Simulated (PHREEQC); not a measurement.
Solution (50 °C): 0.00013 mol NiCl2, 0.08 mol H2SO4 and 0.00047 mol Na2SO4 per kg of water. Closed to the air; pH follows from the charge balance.

Model: ion-association model, wateq4f.dat, run in PHREEQC.

- pH = 1.13
- ionic strength = 0.104 mol/kgw
- total alkalinity = -160 meq/kg

| species | molality | activity | log γ |
|---|---|---|---|
| H+ | 0.0910 | 0.0744 | -0.088 |
| HSO4- | 0.0690 | 0.0528 | -0.116 |
| SO4-2 | 0.0114 | 0.00403 | -0.452 |
| Na+ | 0.000919 | 0.000709 | -0.113 |
| Cl- | 0.000260 | 0.000196 | -0.124 |
| Ni+2 | 9.78e-5 | 3.44e-5 | -0.454 |
| NiSO4 | 3.22e-5 | 3.29e-5 | 0.010 |
| NaSO4- | 2.13e-5 | 1.66e-5 | -0.109 |
| NiCl+ | 2.19e-8 | 1.69e-8 | -0.114 |
| Ni(SO4)2-2 | 1.66e-8 | 5.84e-9 | -0.454 |

This is a speciation only: nothing precipitates in the calculation. Species that the database lacks are ignored. Away from 25 °C the constants follow the database's enthalpies or fits; those with neither stay at their 25 °C values.
